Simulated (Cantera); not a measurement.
An isothermal, constant-pressure homogeneous reactor starts with NH3 : H2 = 1 : 0.88 (molar parts), at 2075 K and 760 Torr.

Model: the gas-phase N/H chemistry of the illustrative SiF4/NH3 mechanism in the Surface Chemkin manual (1991), integrated in Cantera. Walls and surfaces, which speed up NH3 decomposition in real reactors, are not modelled.

x: mole fraction; the columns are a selection and need not sum to one.

```csv
t (s),x NH3,x H2,x N2H4,x N2,x N
7.00e-6,0.532,0.468,4.72e-9,1.20e-8,(withheld)
2.27e-5,0.531,0.468,4.75e-8,3.39e-6,(withheld)
7.34e-5,0.530,0.469,2.66e-7,0.000229,(withheld)
0.000237,0.524,0.473,3.36e-7,0.00209,1.16e-6
0.000769,0.505,0.485,3.20e-7,0.00821,1.17e-6
0.00249,0.451,0.522,2.73e-7,0.0261,1.20e-6
0.00805,0.320,0.610,1.72e-7,0.0687,1.26e-6
0.0261,0.127,0.740,4.84e-8,0.132,1.31e-6
0.0844,0.0138,0.815,2.04e-9,0.169,(withheld)
0.273,0.00101,0.824,1.99e-11,0.173,(withheld)
0.884,0.000219,0.824,<1e-12,0.173,(withheld)
2.86,6.20e-5,0.824,<1e-12,0.173,(withheld)
9.27,1.92e-5,0.824,<1e-12,0.173,(withheld)
30.0,7.43e-6,0.824,<1e-12,0.173,(withheld)
```

### Question
What belongs in the gaps?

### Answer

- 7.00e-6, x N: 1.95e-9
- 2.27e-5, x N: 6.64e-8
- 7.34e-5, x N: 8.16e-7
- 0.0844, x N: 1.00e-6
- 0.273, x N: 1.85e-7
- 0.884, x N: 4.12e-8
- 2.86, x N: 1.17e-8
- 9.27, x N: 3.60e-9
- 30.0, x N: 1.40e-9
